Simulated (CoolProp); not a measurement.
Saturated liquid density (kg/m³) of R11: the reference equation beside estimates from Tc = 471.1 K, pc = 4.408 MPa, ω = 0.189. Rackett uses Z = 0.29056 − 0.08775 ω.

Model: reference Helmholtz-energy equation of state, Jacobsen 1992, in CoolProp.

```tsv
T (K)	reference	Rackett	van der Waals	Redlich-Kwong	Soave-Redlich-Kwong	Peng-Robinson
243.5	1600	1615	1004	1489	1509	1698
260.9	1561	1577	981.8	1452	1475	1663
278.3	1522	1538	958.8	1413	1440	1625
295.7	1482	1497	934.5	1371	1401	1583
313.1	1440	1455	908.6	1326	1359	1537
330.5	1396	1411	881.1	1277	1313	1487
347.9	1349	1364	851.5	1224	1262	1431
365.3	1299	1313	819.6	1167	1206	1368
382.7	1245	1259	784.6	1104	1144	1298
400	1186	1199	745.9	1034	1073	1218
417.4	1118	1132	701.8	955.0	991.6	1124
```

Absolute difference from the reference over all 11 rows, mean and median: Rackett 1.1 and 1.1 %, van der Waals 37.0 and 37.0 %, Redlich-Kwong 9.4 and 8.5 %, Soave-Redlich-Kwong 6.9 and 5.9 %, Peng-Robinson 5.3 and 6.1 %.
